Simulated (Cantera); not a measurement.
A closed system holds: 1 mol CCl4, a varied amount of F2, at 2948 K and 0.100 bar.

Method: chemical equilibrium by Gibbs-energy minimisation in Cantera with the NASA 1993 tables (ideal gas, pure condensed phases). Candidate condensed phases: C; 27 gas species. Kinetics and transport are ignored.

Problem. What share of the C ends up in condensed phases as a function of n(F2) (mol), at 0.11, 0.14, 0.17, 0.22, 0.27, 0.34, 0.42, 0.53, 0.66, 0.83, 1, 1.3, 1.6?

Solution. 
```tsv
n(F2) (mol)	C condensed (%)	as
0.11	94.8	C(graphite)
0.14	93.9	C(graphite)
0.17	92.9	C(graphite)
0.22	91.3	C(graphite)
0.27	89.5	C(graphite)
0.34	86.9	C(graphite)
0.42	83.7	C(graphite)
0.53	79.1	C(graphite)
0.66	73.3	C(graphite)
0.83	65.4	C(graphite)
1	57.2	C(graphite)
1.3	42.3	C(graphite)
1.6	26.8	C(graphite)
```
